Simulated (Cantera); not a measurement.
**Ammonia decomposition in nitride growth gas**

An isothermal, constant-pressure homogeneous reactor starts with 27.0 % NH3, 73.0 % N2, at 1750 K and 0.220 bar.

Computed with Cantera and the gas-phase N/H chemistry of the illustrative SiF4/NH3 mechanism in the Surface Chemkin manual (1991). Walls and surfaces, which speed up NH3 decomposition in real reactors, are not modelled.

```tsv
t (s)	x NH3	x H	x NH	x N2	x N2H4	x H2	x N
1.00e-6	0.270	1.92e-8	<1e-12	0.730	<1e-12	8.53e-9	<1e-12
8.92e-6	0.270	3.53e-8	2.65e-12	0.730	<1e-12	2.12e-7	<1e-12
7.95e-5	0.270	3.53e-8	3.86e-10	0.730	1.89e-11	2.17e-6	<1e-12
0.000709	0.270	3.95e-8	6.17e-8	0.730	1.59e-9	2.04e-5	4.85e-11
0.00632	0.270	2.73e-7	8.61e-7	0.730	3.98e-8	0.000522	1.64e-9
0.0564	0.264	2.16e-6	1.18e-6	0.729	3.74e-8	0.00742	1.55e-8
0.503	0.218	1.60e-5	1.62e-6	0.720	2.29e-8	0.0614	7.50e-8
4.49	0.0594	9.02e-5	1.05e-6	0.692	3.31e-9	0.249	9.32e-8
40.0	0.000906	0.000268	8.90e-8	0.681	4.16e-12	0.318	1.92e-8
```
x: mole fraction; the columns are a selection and need not sum to one.

Equilibrium at this temperature and pressure: NH3 1.05e-6, H 0.000282, NH 1.14e-10, N2 0.681, N2H4 <1e-12, H2 0.319, N 2.57e-11 (gas phase only).
